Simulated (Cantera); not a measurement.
## Premixed flame

A freely propagating, adiabatic, planar premixed flame of H₂ : O₂ : N₂ = 1 : 0.167 : 0.817 (molar parts), equivalence ratio 3.0, unburnt at 300 K and 0.650 bar; unity-Lewis-number transport, grid criteria slope 0.08 and curve 0.16, no radiation.

Detailed kinetics in Cantera: the H2/O2 subset of GRI-Mech 3.0, which has no nitrogen chemistry. Unity Lewis numbers drop preferential diffusion, which matters most where H2 and H carry the flame. Burning velocities carry a grid error of a few per cent, more on coarse grids.

| z (mm) | T (K) | u (m/s) | x H₂ | x O₂ | x H₂O₂ | x OH | x HO₂ | x O |
|---|---|---|---|---|---|---|---|---|
| -2.24 | 300 | 1.03 | 0.504 | 0.0842 | <1e-8 | <1e-8 | <1e-8 | <1e-8 |
| -1.50 | 300 | 1.03 | 0.504 | 0.0842 | 8.52e-8 | <1e-8 | 1.56e-7 | <1e-8 |
| -1.12 | 301 | 1.03 | 0.504 | 0.0841 | 3.85e-7 | <1e-8 | 7.12e-7 | <1e-8 |
| -0.748 | 310 | 1.06 | 0.503 | 0.0836 | 3.28e-6 | <1e-8 | 6.76e-6 | 3.91e-8 |
| -0.374 | 460 | 1.56 | 0.489 | 0.0751 | 2.48e-5 | 1.36e-5 | 0.000149 | 6.42e-6 |
| -0.187 | 751 | 2.50 | 0.458 | 0.0570 | 1.19e-5 | 0.000131 | 8.92e-5 | 7.48e-5 |
| 0 | 1052 | 3.44 | 0.405 | 0.0312 | 7.80e-7 | 0.000252 | 2.91e-5 | 0.000363 |
| 0.187 | 1237 | 4.00 | 0.359 | 0.0108 | 8.05e-8 | 0.000388 | 8.44e-6 | 0.000387 |
| 0.374 | 1331 | 4.27 | 0.343 | 0.00283 | 4.26e-8 | 0.000395 | 2.02e-6 | 0.000162 |
| 0.748 | 1417 | 4.52 | 0.344 | 0.000207 | 2.81e-8 | 0.000383 | 1.34e-7 | 4.15e-5 |
| 1.50 | 1489 | 4.72 | 0.351 | 7.65e-6 | 1.98e-8 | 0.000332 | <1e-8 | 1.94e-5 |
| 2.99 | 1545 | 4.88 | 0.357 | 2.08e-6 | 1.11e-8 | 0.000247 | <1e-8 | 8.62e-6 |
| 5.98 | 1583 | 4.98 | 0.361 | 7.93e-7 | <1e-8 | 0.000164 | <1e-8 | 3.32e-6 |
x: mole fraction of selected species; z is measured from the peak of heat release.

laminar burning velocity: 103 cm/s
thermal thickness: 0.748 mm
peak x(H₂O₂): 2.50e-5
peak x(OH): 0.000397
peak x(HO₂): 0.000171
peak x(O): 0.000450
